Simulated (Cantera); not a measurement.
An isothermal, constant-pressure homogeneous reactor starts with 0.921 % H2, 99.1 % O2, at 1275 K and 0.00957 atm.

Detailed kinetics in Cantera: GRI-Mech 3.0 (53 species, 325 reactions). Radical loss at walls, strong at low pressure, is not modelled.

x: mole fraction; the columns are a selection and need not sum to one.

```json
[
 {"t (s)": "0.000500", "x H2": "0.00921", "x O2": "0.991", "x H2O2": "2.86e-12", "x H2O": "(withheld)", "x H": "2.48e-9", "x HO2": "1.16e-8"},
 {"t (s)": "0.00139", "x H2": "0.00921", "x O2": "0.991", "x H2O2": "2.13e-11", "x H2O": "(withheld)", "x H": "1.18e-8", "x HO2": "3.23e-8"},
 {"t (s)": "0.00387", "x H2": "0.00920", "x O2": "0.991", "x H2O2": "1.52e-10", "x H2O": "(withheld)", "x H": "6.16e-7", "x HO2": "9.74e-8"},
 {"t (s)": "0.0108", "x H2": "0.000669", "x O2": "0.983", "x H2O2": "2.99e-8", "x H2O": "(withheld)", "x H": "0.000510", "x HO2": "6.85e-7"},
 {"t (s)": "0.0300", "x H2": "3.43e-5", "x O2": "0.982", "x H2O2": "1.06e-8", "x H2O": "0.00858", "x H": "0.000303", "x HO2": "4.44e-7"},
 {"t (s)": "0.0834", "x H2": "3.12e-5", "x O2": "0.983", "x H2O2": "1.04e-8", "x H2O": "0.00863", "x H": "0.000261", "x HO2": "4.24e-7"},
 {"t (s)": "0.232", "x H2": "2.43e-5", "x O2": "0.985", "x H2O2": "9.94e-9", "x H2O": "0.00874", "x H": "0.000178", "x HO2": "3.75e-7"},
 {"t (s)": "0.646", "x H2": "1.37e-5", "x O2": "0.987", "x H2O2": "8.63e-9", "x H2O": "0.00891", "x H": "7.40e-5", "x HO2": "2.79e-7"},
 {"t (s)": "1.80", "x H2": "4.72e-6", "x O2": "0.990", "x H2O2": "5.94e-9", "x H2O": "0.00907", "x H": "1.47e-5", "x HO2": "1.53e-7"},
 {"t (s)": "5.00", "x H2": "1.05e-6", "x O2": "0.990", "x H2O2": "2.77e-9", "x H2O": "0.00917", "x H": "1.53e-6", "x HO2": "5.77e-8"},
 {"t (s)": "13.9", "x H2": "1.95e-7", "x O2": "0.991", "x H2O2": "8.77e-10", "x H2O": "0.00922", "x H": "1.23e-7", "x HO2": "1.73e-8"},
 {"t (s)": "38.7", "x H2": "3.92e-8", "x O2": "0.991", "x H2O2": "2.35e-10", "x H2O": "0.00924", "x H": "1.11e-8", "x HO2": "7.15e-9"},
 {"t (s)": "108", "x H2": "1.02e-8", "x O2": "0.991", "x H2O2": "7.20e-11", "x H2O": "0.00925", "x H": "1.48e-9", "x HO2": "7.26e-9"},
 {"t (s)": "300", "x H2": "5.45e-9", "x O2": "0.991", "x H2O2": "4.22e-11", "x H2O": "0.00925", "x H": "5.78e-10", "x HO2": "8.86e-9"}
]
```

Task: Complete the blanks.

Result: 
- 0.000500, x H2O: 6.34e-9
- 0.00139, x H2O: 9.27e-8
- 0.00387, x H2O: 7.04e-6
- 0.0108, x H2O: 0.00747
